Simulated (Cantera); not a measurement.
An adiabatic, constant-volume homogeneous reactor starts with 28.1 % H2, 15.1 % O2, 56.8 % N2, equivalence ratio 0.93, at 1648 K and 1.00 bar.

Cantera simulation using GRI-Mech 3.0 (53 species, 325 reactions); the numbers are that mechanism's predictions, not measurements. Above 3000 K some thermodynamic fits are extrapolated.

x: mole fraction; the columns are a selection and need not sum to one.

```json
[
 {"t (s)": "3.00e-6", "T (K)": "1648", "P (bar)": "1.00", "x H2": "0.281", "x O2": "0.151", "x H": "6.24e-5", "x N2O": "1.76e-11", "x H2O2": "1.18e-7", "x OH": "9.84e-6", "x NO": "<1e-12"},
 {"t (s)": "9.53e-6", "T (K)": "1858", "P (bar)": "1.12", "x H2": "0.0627", "x O2": "0.0471", "x H": "0.107", "x N2O": "5.37e-8", "x H2O2": "1.17e-6", "x OH": "0.0229", "x NO": "4.47e-6"},
 {"t (s)": "3.03e-5", "T (K)": "2598", "P (bar)": "1.49", "x H2": "0.0583", "x O2": "0.0318", "x H": "0.0525", "x N2O": "1.61e-7", "x H2O2": "3.44e-7", "x OH": "0.0401", "x NO": "0.000164"},
 {"t (s)": "9.62e-5", "T (K)": "3002", "P (bar)": "1.67", "x H2": "0.0504", "x O2": "?", "x H": "0.0286", "x N2O": "?", "x H2O2": "7.76e-7", "x OH": "0.0416", "x NO": "?"},
 {"t (s)": "0.000306", "T (K)": "3000", "P (bar)": "1.67", "x H2": "0.0512", "x O2": "0.0228", "x H": "0.0279", "x N2O": "7.87e-7", "x H2O2": "7.48e-7", "x OH": "0.0400", "x NO": "0.00950"},
 {"t (s)": "0.000972", "T (K)": "2996", "P (bar)": "1.67", "x H2": "0.0518", "x O2": "0.0216", "x H": "0.0277", "x N2O": "8.66e-7", "x H2O2": "7.23e-7", "x OH": "0.0391", "x NO": "0.0134"},
 {"t (s)": "0.00309", "T (K)": "2996", "P (bar)": "1.67", "x H2": "0.0519", "x O2": "0.0216", "x H": "0.0277", "x N2O": "8.68e-7", "x H2O2": "7.23e-7", "x OH": "0.0391", "x NO": "0.0135"},
 {"t (s)": "0.00981", "T (K)": "2996", "P (bar)": "1.67", "x H2": "0.0519", "x O2": "0.0216", "x H": "0.0277", "x N2O": "8.68e-7", "x H2O2": "7.23e-7", "x OH": "0.0391", "x NO": "0.0135"},
 {"t (s)": "0.0312", "T (K)": "2996", "P (bar)": "1.67", "x H2": "0.0519", "x O2": "0.0216", "x H": "0.0277", "x N2O": "8.68e-7", "x H2O2": "7.23e-7", "x OH": "0.0391", "x NO": "0.0135"},
 {"t (s)": "0.0990", "T (K)": "2996", "P (bar)": "1.67", "x H2": "0.0519", "x O2": "0.0216", "x H": "0.0277", "x N2O": "8.68e-7", "x H2O2": "7.23e-7", "x OH": "0.0391", "x NO": "0.0135"},
 {"t (s)": "0.315", "T (K)": "2996", "P (bar)": "1.67", "x H2": "0.0519", "x O2": "0.0216", "x H": "0.0277", "x N2O": "8.68e-7", "x H2O2": "7.23e-7", "x OH": "0.0391", "x NO": "0.0135"},
 {"t (s)": "1.00", "T (K)": "2996", "P (bar)": "1.67", "x H2": "0.0519", "x O2": "0.0216", "x H": "0.0277", "x N2O": "8.68e-7", "x H2O2": "7.23e-7", "x OH": "0.0391", "x NO": "0.0135"}
]
```

What belongs in the gaps?


- 9.62e-5, x O2: 0.0250
- 9.62e-5, x N2O: 7.04e-7
- 9.62e-5, x NO: 0.00262
